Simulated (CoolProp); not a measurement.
R22 at several states: density (kg/m³) from the reference equation and from simpler models built on Tc = 369.3 K, pc = 4990 kPa, ω = 0.221; each cubic takes its own stable root.

Model: reference Helmholtz-energy equation of state, Kamei 1995, in CoolProp.

| T (K) | p (kPa) | phase | reference | van der Waals | Redlich-Kwong | Soave-Redlich-Kwong |
|---|---|---|---|---|---|---|
| 370.7 | 29.3 | gas | 0.8236 | 0.8234 | 0.8236 | 0.8236 |
| 160.1 | 19900 | liquid | 1626 | 986.1 | 1442 | 1455 |
| 378.4 | 249 | gas | 6.954 | 6.941 | 6.955 | 6.954 |
| 162.7 | 220 | liquid | 1599 | 951.1 | 1416 | 1432 |
